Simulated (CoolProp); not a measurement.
Vapour-liquid equilibrium of propane (1) + neopentane (2) at 305.3 K; x and y are mole fractions of (1).

Model: multi-fluid Helmholtz-energy mixture model, Lemmon 2009 and Lemmon 2006; pair parameters Bell 2016, in CoolProp.

| x | bubble pressure (bar) | y at the bubble point | dew pressure at overall composition x (bar) | liquid density (mol/L) |
|---|---|---|---|---|
| 0.05 | 2.366 | (withheld) | 2.222 | 8.123 |
| 0.2 | 3.076 | (withheld) | 2.499 | 8.549 |
| 0.35 | 3.954 | 0.634 | 2.856 | 9.005 |
| 0.5 | (withheld) | 0.788 | 3.337 | 9.484 |
| 0.65 | (withheld) | 0.894 | 4.045 | 9.970 |
| 0.8 | 8.610 | 0.958 | 5.255 | 10.43 |
| 0.95 | 10.70 | 0.993 | 8.283 | 10.82 |

### Question
Fill in the missing entries.

### Answer

- 0.05, y at the bubble point: 0.132
- 0.2, y at the bubble point: 0.425
- 0.5, bubble pressure (bar): 5.128
- 0.65, bubble pressure (bar): 6.686

No azeotrope shows between x = 0.05 and 0.95.

The pair parameters rest on a limited set of measurements; away from them the model extrapolates.
